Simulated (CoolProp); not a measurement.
The numbers come from the reference Helmholtz-energy equation of state, Thol 2015 in CoolProp.

### Question
Give the vapour pressure (MPa), liquid density (kg/m³), vapour density (kg/m³), enthalpy of vaporisation (kJ/kg) of saturated 1,2-dichloroethane at 433.8 K.

### Answer
```json
[
 {"T (K)": "433.8", "p (MPa)": "0.702", "liquid density (kg/m³)": "1020", "vapour density (kg/m³)": "21.9", "enthalpy of vaporisation (kJ/kg)": "274"}
]
```
